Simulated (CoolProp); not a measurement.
Vapour-liquid equilibrium of propylene (1) + propane (2) at 5.07 kPa; x and y are mole fractions of (1).

Values from CoolProp's multi-fluid Helmholtz-energy mixture model, Lemmon 2013 and Lemmon 2009; pair parameters Bell 2016.

```tsv
x	bubble temperature (°C)	y at the bubble point	dew temperature at overall composition x (°C)	liquid density (mol/L)
0.05	-93.5	0.077	-93.4	14.51
0.2	-94.5	0.275	-94.1	14.71
0.35	-95.2	0.437	-94.8	14.92
0.5	-95.8	0.579	-95.5	15.13
0.65	-96.3	0.708	-96.1	15.35
0.8	-96.7	0.832	-96.6	15.58
0.95	-97.1	0.957	-97.0	15.81
```

No azeotrope shows between x = 0.05 and 0.95.

Pair parameters are fitted to limited data, so mixtures are less certain than the pure fluids.
